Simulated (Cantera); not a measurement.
A closed system holds: 1 mol SiH2Cl2, 0.03 mol C3H8, 89 mol H2, held at 1.33 mbar.

Method: chemical equilibrium by Gibbs-energy minimisation in Cantera with the NASA 1993 tables (ideal gas, pure condensed phases). Candidate condensed phases: C, C6H6, C7H8, C8H18, Si, SiC; 109 gas species. Mutual solubility and eutectic melting of coexisting phases are not modelled. Gases not in the tables: Si2H6 and higher silanes. The numbers say what is thermodynamically allowed, not how fast it happens.

### Question
What share of the Si ends up in condensed phases as a function of T (K), at 1573, 1648, 1723, 1798, 1873, 1948, 2023?

### Answer
```csv
T (K),Si condensed (%),as
1573,87.7,Si(s) + SiC(s)
1648,85.5,Si(s) + SiC(s)
1723,80.0,Si(l) + SiC(s)
1798,64.7,Si(l) + SiC(s)
1873,20.9,Si(l) + SiC(s)
1948,7.1,SiC(s)
2023,4.6,SiC(s)
```
